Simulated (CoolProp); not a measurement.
A single-stage vapour-compression cycle with R13: evaporating at 215.15 K (dew point), condensing at 274.15 K (bubble point), superheat 0 K, subcooling 0 K, compressor efficiency 0.8, no pressure losses. Each further row changes one setting.

The numbers come from the reference Helmholtz-energy equation of state, Platzer 1990 in CoolProp. This equation is an older, rougher fit; its heat capacities, sound speeds and derivatives of the liquid may be far off and weren't checked against measurements.

```json
[
 {"case": "as stated", "cooling COP": "1.85", "pressure ratio": "6.64", "discharge temperature (K)": "303.3", "refrigerating effect (kJ/kg)": "74.6", "volumetric capacity (kJ/m³)": "1460"},
 {"case": "evaporating temperature 220.15 K", "cooling COP": "2.14", "pressure ratio": "5.42", "discharge temperature (K)": "299.9", "refrigerating effect (kJ/kg)": "76.4", "volumetric capacity (kJ/m³)": "1810"},
 {"case": "condensing temperature 269.15 K", "cooling COP": "2.16", "pressure ratio": "5.84", "discharge temperature (K)": "296.6", "refrigerating effect (kJ/kg)": "80.7", "volumetric capacity (kJ/m³)": "1580"},
 {"case": "subcooling 5 K", "cooling COP": "2.01", "pressure ratio": "6.64", "discharge temperature (K)": "303.3", "refrigerating effect (kJ/kg)": "80.9", "volumetric capacity (kJ/m³)": "1580"},
 {"case": "superheat 10 K", "cooling COP": "1.88", "pressure ratio": "6.64", "discharge temperature (K)": "313.9", "refrigerating effect (kJ/kg)": "80.6", "volumetric capacity (kJ/m³)": "1480"},
 {"case": "compressor efficiency 0.7", "cooling COP": "1.62", "pressure ratio": "6.64", "discharge temperature (K)": "310.3", "refrigerating effect (kJ/kg)": "74.6", "volumetric capacity (kJ/m³)": "1460"}
]
```
